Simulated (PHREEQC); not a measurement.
A made-up water analysis in mmol/kgw, 25 °C, pH 3.03, pe 12.8: Na 15.5; K 5.03; Ca 11.8; Mg 1.46; Cl 3.43; S(6) 22.5; F 0.00677; Fe(3) 0.0122; N(5) 0.538; Zn 0.0248; Mn(2) 1.44.

Na is adjusted to close the charge balance.
Valence states are taken as typed.

All values are PHREEQC results (ion-association model, wateq4f.dat), not measurements.

```
quantity                             before   after
----------------------------------  -------  ------
ionic strength (mol/kgw)             0.0612   0.215
SO4-2 (mol/kgw)                      0.0155  0.0538
Na+ (mol/kgw)                        0.0121  0.0507
Ca+2 (mol/kgw)                      0.00737  0.0245
K+ (mol/kgw)                        0.00481  0.0182
CaSO4 (mol/kgw)                     0.00440  0.0225
SI of Gypsum (CaSO4:2H2O)             -0.07   +0.65
SI of Jarosite-K (KFe3(SO4)2(OH)6)    -0.52   +1.17
```

Question: What was changed between the two runs?
A. all concentrations times 4 at the same typed pH
B. Fe(3) from 0.0122 to 0.0061 mmol/kgw
C. temperature from 25 to 20 °C at the same typed pH

Answer: A, all concentrations times 4 at the same typed pH

Precipitation was switched off in this run. Some of these states are supersaturated (in Hematite (slow to form), Goethite (slow to form), Gypsum, for instance). Fluoro complexes past AlF4- and FeF3 are missing from the database.
